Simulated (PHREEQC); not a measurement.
**Acid mine or pickling water**

A made-up water analysis in mmol/kgw, 25 °C, pH 3.76, pe 11.3: Na 13.9; K 0.171; Ca 14.2; Mg 2.1; Cl 12.1; S(6) 17.3; Li 0.193; Zn 0.42; Si 0.751; Mn(2) 0.191; O(0) (counted as O atoms) 0.0484.

Cl is adjusted to close the charge balance.
Valence states are taken as typed.

The numbers come from PHREEQC with the ion-association model, phreeqc.dat.

This is a speciation only: nothing precipitates in the calculation.

Task: What ionic strength, density does the model give?

Result: ionic strength 0.0616 mol/kgw; density 1.000 g/cm³.

Task: In which forms is Li present?

Result: Li+ 98 %, LiSO4- 2.2 % of the Li.

Examples of supersaturated solids here: Quartz (slow to form), Chalcedony (slow to form). Others may be too. Complexes and solids missing from the database can't appear.
